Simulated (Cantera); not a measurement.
Feed: 1 mol HF, 0.43 mol H2O, 0.059 mol O2, 0.078 mol H2, at 2.80 mbar.

Method: chemical equilibrium by Gibbs-energy minimisation in Cantera with the NASA 1993 tables (ideal gas, pure condensed phases). Candidate condensed phases: H2O; 22 gas species. Rates play no part.

Q: At 1227 °C, list the 4 most abundant gas species with their mole fractions, and the condensed phases.

A: HF 0.654, H2O 0.332, O2 0.0131, OH 0.000310. Condensed: gas only.
